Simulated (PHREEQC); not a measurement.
A solution holds 24 mmol/kgw HF, 0.12 mmol/kgw NaF and 0.97 mmol/kgw H3PO4, at 79 °C. Closed to the air; pH follows from the charge balance.

Model: ion-association model, phreeqc.dat, run in PHREEQC.

This is a speciation only: nothing precipitates in the calculation.

Q: What pH, ionic strength does the model give?

A: pH 2.59; ionic strength 0.00286 mol/kgw.

Q: In which forms is F present?

A: HF 90 %, F- 8.6 %, HF2- 1.6 % of the F.

Away from 25 °C the constants follow the database's enthalpies or fits; those with neither stay at their 25 °C values.
